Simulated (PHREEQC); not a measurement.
Dissolve 0.21 mol/kgw NH4HS and 0.0071 mol/kgw FeCl2 at 25 °C. Closed to the air; pH follows from the charge balance.

All values are PHREEQC results (ion-association model, phreeqc.dat), not measurements.

The pH is 8.08, the ionic strength comes out as 0.201 mol/kgw and the activity of water is 0.993. The specific conductance comes out as 21900 µS/cm. The density is 1.000 g/cm³ and the total alkalinity comes out as 210 meq/kg.

```
species   molality  activity   log γ
--------  --------  --------  ------
NH4+         0.201     0.137  -0.167
HS-          0.180     0.127  -0.151
Cl-         0.0142    0.0101  -0.146
H2S        0.00890   0.00932   0.020
NH3        0.00889   0.00931   0.020
Fe(HS)3-   0.00675   0.00504  -0.127
Fe(HS)2   0.000347  0.000364   0.020
S-2        6.17e-6   1.84e-6  -0.527
OH-        1.70e-6   1.20e-6  -0.151
```

This is a speciation only: nothing precipitates in the calculation. Examples of supersaturated solids here: Mackinawite, FeS(ppt). Others may be too. Complexes and solids missing from the database can't appear.
